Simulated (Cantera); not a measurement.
Charge: 1 mol SiHCl3, 0.83 mol HCl, 20 mol H2, equilibrated at 0.00560 bar.

Cantera equilibrium calculation (NASA polynomials, part measured and part estimated; ideal gas, pure solids and liquids). Candidate condensed phases: Si; 19 gas species. Rates play no part.

Over these rows the condensed part is Si(s). Partial pressures as log10 of bar:

| T (K) | 1000/T (1/K) | log p SiHCl3 | log p H2 | log p HCl | log p SiCl2 |
|---|---|---|---|---|---|
| 998 | 1.0020 | -4.47 | -2.28 | -3.76 | -5.01 |
| 1098 | 0.9107 | -4.63 | -2.29 | -3.48 | -4.36 |
| 1198 | 0.8347 | -4.98 | -2.31 | -3.32 | -3.96 |
| 1298 | 0.7704 | -5.53 | -2.31 | -3.27 | -3.80 |
| 1398 | 0.7153 | -6.12 | -2.31 | -3.26 | -3.74 |
| 1498 | 0.6676 | ? | -2.31 | -3.27 | -3.71 |

Fit log p(SiHCl3) = a + b·(1000/T) to the five rows, give the apparent enthalpy, and predict the row at 1498 K.

Means: 1000/T = 0.8466, log p = -5.146. Sxy = 0.293298, Sxx = 0.0514457, so b = 5.70 and a = -5.146 − (5.70)×0.8466 = -9.97.
Apparent enthalpy: −19.145 × (5.70) = -109 kJ/mol. With the condensed phases at unit activity, Si(s) + 3 HCl(g) = SiHCl3(g) + H2(g) links this pressure to the main gases: over the six rows their terms move log p by +1.50 in all, so the slope isn't that reaction's ΔH° alone. The five rows lie within 0.23 of the line; that is curvature, so one enthalpy describes this range poorly.
Prediction at 1498 K: -9.97 + (5.70)×0.6676 = -6.16. The computed value is -6.66, 0.50 from the line.
